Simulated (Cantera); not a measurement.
An isothermal, constant-pressure homogeneous reactor starts with NO : N₂ = 1 : 2.4 (molar parts), at 1673 K and 0.510 bar. Integrator tolerance rtol = 1e-08.

Cantera simulation using GRI-Mech 3.0 (53 species, 325 reactions); the numbers are that mechanism's predictions, not measurements.

```csv
quantity,before,after
x(NO) at 6.00 s,0.260 (gas-phase equilibrium 0.00227),0.0749 (gas-phase equilibrium 0.00531)
x(O) at 6.00 s,6.61e-6 (gas-phase equilibrium 1.80e-5),0.000170 (gas-phase equilibrium 0.000194)
x(NO₂) at 6.00 s,0.000184 (gas-phase equilibrium 4.51e-6),7.63e-5 (gas-phase equilibrium 6.19e-6)
x(N₂) at 6.00 s,0.723 (gas-phase equilibrium 0.852),0.815 (gas-phase equilibrium 0.850)
x(N₂O) at 6.00 s,2.53e-5 (gas-phase equilibrium 9.92e-8),2.48e-6 (gas-phase equilibrium 2.23e-7)
x(O₂) at 6.00 s,0.0167 (gas-phase equilibrium 0.146),0.109 (gas-phase equilibrium 0.144)
```

**Question.** Which change was made?
A. temperature 1673 to 1923 K
B. temperature 1673 to 1500 K
C. temperature 1673 to 1400 K
D. pressure from 0.510 bar to 0.0267 bar

**Answer.** A, temperature 1673 to 1923 K
